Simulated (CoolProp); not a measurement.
Properties of water along the isotherm 726.85 °C.

Values from CoolProp's reference Helmholtz-energy equation of state, Wagner 2002.

```
p (MPa)          phase  cv (kJ/(kg K))  isothermal compressibility (1/MPa)  viscosity (µPa s)  conductivity (mW/(m K))
-------  -------------  --------------  ----------------------------------  -----------------  -----------------------
0.316              gas           1.831                               3.167               37.6                     96.0
0.511              gas           1.832                               1.960               37.6                     96.2
0.825              gas           1.834                               1.215               37.6                     96.4
1.33               gas           1.836                              0.7544               37.7                      [?]
2.15               gas           1.841                              0.4677               37.7                     97.4
3.48               gas           1.848                              0.2900               37.8                     98.4
5.62               gas             [?]                              0.1806                [?]                      100
9.09               gas           1.879                              0.1127               38.1                      103
14.7               gas           1.911                             0.07072               38.5                      [?]
23.7     supercritical           1.961                             0.04490               39.2                      117
38.3     supercritical           2.042                                 [?]               40.7                      [?]
61.9     supercritical           2.159                             0.01813               44.0                      169
100      supercritical           2.295                                 [?]               50.5                      238
```

Question: What belongs in the gaps?

Answer: 
- 1.33, conductivity (mW/(m K)): 96.8
- 5.62, cv (kJ/(kg K)): 1.860
- 5.62, viscosity (µPa s): 37.9
- 14.7, conductivity (mW/(m K)): 108
- 38.3, isothermal compressibility (1/MPa): 0.02869
- 38.3, conductivity (mW/(m K)): 134
- 100, isothermal compressibility (1/MPa): 0.01040

Viscosity comes from a separate model (Huber 2009). Thermal conductivity comes from a separate model (Huber 2012).
